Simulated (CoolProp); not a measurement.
Dodecamethylcyclohexasiloxane (D6) along the isobar 1.17 MPa: fugacity coefficient from the reference equation and from simpler models built on Tc = 645.8 K, pc = 0.9614 MPa, ω = 0.736; each cubic takes its own stable root.

Model: reference Helmholtz-energy equation of state, Colonna 2008, in CoolProp. It is a short technical equation, of lower accuracy than the large ones.

```json
[
 {"T (K)": "384.8", "phase": "liquid", "reference": "0.001292"},
 {"T (K)": "402.9", "phase": "liquid", "reference": "0.002938"},
 {"T (K)": "421", "phase": "liquid", "reference": "0.006071"},
 {"T (K)": "439.1", "phase": "liquid", "reference": "0.01155"},
 {"T (K)": "457.2", "phase": "liquid", "reference": "0.02044"},
 {"T (K)": "475.3", "phase": "liquid", "reference": "0.03401"},
 {"T (K)": "493.3", "phase": "liquid", "reference": "0.05343"},
 {"T (K)": "511.4", "phase": "liquid", "reference": "0.08020"},
 {"T (K)": "529.5", "phase": "liquid", "reference": "0.1153"},
 {"T (K)": "547.6", "phase": "liquid", "reference": "0.1596"},
 {"T (K)": "565.7", "phase": "liquid", "reference": "0.2132"},
 {"T (K)": "583.8", "phase": "liquid", "reference": "0.2761"},
 {"T (K)": "601.9", "phase": "liquid", "reference": "0.3471"},
 {"T (K)": "620", "phase": "liquid", "reference": "0.4244"}
]
```

**Question.** How far does each simpler model (van der Waals, Redlich-Kwong, Soave-Redlich-Kwong, Peng-Robinson) lie from the reference over these 14 states: mean and median of the absolute difference, and the worst?

**Answer.** 
- van der Waals: mean 1147.7 %, median 328.7 %, worst +6506.0 % at 384.8 K and 1.17 MPa
- Redlich-Kwong: mean 326.3 %, median 158.1 %, worst +1367.5 % at 384.8 K and 1.17 MPa
- Soave-Redlich-Kwong: mean 4.0 %, median 4.0 %, worst +7.2 % at 620 K and 1.17 MPa
- Peng-Robinson: mean 4.5 %, median 3.2 %, worst +12.2 % at 384.8 K and 1.17 MPa
